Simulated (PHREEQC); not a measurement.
Dissolve 0.2 mol/kgw NiSO4, 0.0058 mol/kgw Na2SO4, 0.0005 mol/kgw FeSO4 and 0.24 mol/kgw CdCl2 at 10 °C. Closed to the air; pH follows from the charge balance.

The numbers come from PHREEQC with the ion-association model, wateq4f.dat.

This is a speciation only: nothing precipitates in the calculation.

Problem. Estimate the pH, ionic strength.

Solution. pH 5.52; ionic strength 0.636 mol/kgw.

Problem. In which forms is S present?

Solution. SO4-2 37 %, NiSO4 35 %, Cd(SO4)2-2 16 %, CdSO4 12 % of the S.

Species that the database lacks are ignored. In wateq4f.dat the enthalpy of Ni(OH)2 has the wrong sign, so its saturation index can't be trusted away from 25 °C. Constants without temperature data keep their 25 °C values here.
